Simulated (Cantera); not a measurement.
Feed: 1 mol Si, 2.4 mol HCl, 20 mol H2, at 1000000 Pa.

Method: chemical equilibrium by Gibbs-energy minimisation in Cantera with the NASA 1993 tables (ideal gas, pure condensed phases). Candidate condensed phases: Si; 19 gas species. Rates play no part. All values below are at 650 K.

Base state: H2 0.966, SiHCl3 0.0215, SiCl4 0.0103, SiH2Cl2 0.00261, SiH3Cl 6.51e-5, HCl 3.75e-5 (mole fractions); condensed: Si(s).

What changes in the equilibrium state with this change: H2 from 20 to 0.27 mol?


```json
[
 {"species": "H2", "before": "0.966", "after": "0.656"},
 {"species": "SiCl4", "before": "0.0103", "after": "0.183"},
 {"species": "SiHCl3", "before": "0.0215", "after": "0.154"},
 {"species": "SiH2Cl2", "before": "0.00261", "after": "0.00749"},
 {"species": "HCl", "before": "3.75e-5", "after": "6.34e-5"},
 {"species": "SiH3Cl", "before": "6.51e-5", "after": "7.49e-5"},
 {"species": "Si(s), mol", "before": "0.255", "after": "0.316"}
]
```
